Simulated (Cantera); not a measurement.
Source: NASA polynomial tables (part measured, part estimated), evaluated in Cantera. Values are per mole of reaction as written; species without (g) are pure solids or liquids, kept so even where they would boil at 1 bar.

a) 1.333 V + O2(g) → 0.6667 V2O3
b) V + O2(g) → 0.5 V2O4
c) 1.143 Ti + O2(g) → 0.2857 Ti4O7

Q: Order these by ΔG° at 2023 K, most negative first.

A: c (-623 kJ), a (-484 kJ), b (-401 kJ)
